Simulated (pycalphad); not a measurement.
All values are pycalphad results on the COST 507 light-alloy database (1999) (1 atm), not direct measurements. The database dates from 1999; later assessments differ in places, in temperatures and in the compounds included. Phase fractions are per mole of atoms.

Give the equilibrium state of Si-5.46Fe (at.%) at 1650 K.

liquid, fraction 0.614, with 8.9 Fe at.%; diamond (Si), fraction 0.386, with no Fe at.%.

Give the equilibrium state of Si-5.46Fe (at.%) at 1125 K.

diamond (Si), fraction 0.836, with no Fe at.%; FESI2_L, fraction 0.164, with 33.3 Fe at.%.

Database names, with the compositions (at.%) that they take in these runs: FESI2_L: Si 67 Fe 33. An entry "none" or "no" means that the model of the phase leaves that element out.
